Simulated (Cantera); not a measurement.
A Cantera script and what it prints.

```python
import numpy as np
import cantera as ct

gas_names = [...]  # 110 gases of nasa_gas.yaml made of C, H, O
cond_names = """
    C(gr) C6H6(L) C7H8(L) C8H18(L),n-octa H2O(s) H2O(L)
""".split()


# ... load() reads the species with a 1 bar reference pressure and builds the phases ...
atoms = {
    'CH4': {'C': 1, 'H': 4},
    'O2': {'O': 2},
    'H2': {'H': 2},
    'H2O': {'H': 2, 'O': 1},
}
top_T = {'C(gr)': 4500}  # K; cautious upper limits of use, not melting points


# ... equilibrate(T, P, feed) seeds the gas with the atoms and calls Mixture.equilibrate('TP', solver="vcs", rtol=1e-11, max_steps=5000) ...
results = []
feed = {'CH4': 1, 'O2': 0.025, 'H2': 2.8, 'H2O': 0.97}  # mol
P = 41000  # Pa
for T in [1098, 1198, 1298, 1398, 1498, 1598, 1698, 1798, 1898, 1998]:
    mix = equilibrate(T, P, feed)
    results.append((T, P, feed, dict(zip(mix.species_names, mix.species_moles))))

top = {s: max(r[3][s] / sum(r[3][g] for g in gas_names) for r in results) for s in gas_names}
cols = sorted((s for s in top if top[s] > 0.001), key=lambda s: -top[s])[:6]
seen = [c for c in cond_names if any(r[3].get(c, 0) > 1e-12 for r in results)]
print("log10 of partial pressures in bar; condensed amounts in mol")
print(f"{'T/K':>10s}" + "".join(f"{s[:9]:>10s}" for s in cols + seen))
for T, P, feed, n in results:
    ng = sum(n[g] for g in gas_names)
    print(f"{T:10.4g}" + "".join(f"{np.log10(max(n[s] / ng * P / 1e5, 1e-99)):10.3f}" for s in cols)
          + "".join(f"{n.get(c, 0):10.4g}" for c in seen))
```

Output:

```
log10 of partial pressures in bar; condensed amounts in mol
       T/K        H2        CO       H2O       CH4         H       CO2
      1098    -0.462    -1.235    -2.494    -2.599    -7.838    -3.270
      1198    -0.459    -1.223    -2.781    -3.189    -6.950    -3.680
      1298    -0.458    -1.219    -2.906    -3.819    -6.199    -3.912
      1398    -0.458    -1.219    -2.937    -4.437    -5.554    -4.033
      1498    -0.458    -1.218    -2.941    -4.996    -4.994    -4.113
      1598    -0.458    -1.218    -2.940    -5.489    -4.503    -4.177
      1698    -0.458    -1.218    -2.938    -5.924    -4.069    -4.231
      1798    -0.458    -1.218    -2.936    -6.309    -3.683    -4.277
      1898    -0.459    -1.218    -2.935    -6.652    -3.336    -4.318
      1998    -0.459    -1.219    -2.934    -6.960    -3.024    -4.354
```

These are equilibrium values from Cantera (NASA tables, ideal gas, pure condensed phases), not measurements of a reactor.
